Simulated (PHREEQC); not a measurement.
Synthetic water in mg/kgw, 20 °C, pH 7, pe 0.3: Na 0.00375; K 8.87e-05; Ca 0.0467; Mg 0.00446; Cl 0.0184; S(6) as SO4 0.0142; Alkalinity as HCO3 0.123; Si as SiO2 0.00191; F 0.00118; Li 1.29e-05; Fe(2) 1.84e-05; Br 0.00459; Ba 0.000125.

Valence states are taken as typed.

All values are PHREEQC results (ion-association model, wateq4f.dat), not measurements.

```yaml
ionic_strength: 4.51e-6 mol/kgw
charge_balance_error: -1.4 %
```

```json
[
 {"species": "HCO3-", "molality": "2.05e-6", "activity": "2.04e-6", "log γ": "-0.001"},
 {"species": "Ca+2", "molality": "1.17e-6", "activity": "1.15e-6", "log γ": "-0.004"},
 {"species": "Cl-", "molality": "5.19e-7", "activity": "5.18e-7", "log γ": "-0.001"},
 {"species": "CO2", "molality": "4.92e-7", "activity": "4.92e-7", "log γ": "0.000"},
 {"species": "Mg+2", "molality": "1.83e-7", "activity": "1.82e-7", "log γ": "-0.004"},
 {"species": "Na+", "molality": "1.63e-7", "activity": "1.63e-7", "log γ": "-0.001"},
 {"species": "SO4-2", "molality": "1.48e-7", "activity": "1.46e-7", "log γ": "-0.004"},
 {"species": "H+", "molality": "1.00e-7", "activity": "1.00e-7", "log γ": "-0.001"},
 {"species": "OH-", "molality": "6.81e-8", "activity": "6.79e-8", "log γ": "-0.001"},
 {"species": "F-", "molality": "6.21e-8", "activity": "6.19e-8", "log γ": "-0.001"},
 {"species": "Br-", "molality": "5.74e-8", "activity": "5.73e-8", "log γ": "-0.001"},
 {"species": "H4SiO4", "molality": "3.18e-8", "activity": "3.18e-8", "log γ": "0.000"},
 {"species": "K+", "molality": "2.27e-9", "activity": "2.26e-9", "log γ": "-0.001"},
 {"species": "Li+", "molality": "1.86e-9", "activity": "1.85e-9", "log γ": "-0.001"}
]
```

No solid was allowed to form. SiF6-2 is the database's only silicon fluoride. Fluoro complexes past AlF4- and FeF3 are missing from the database.
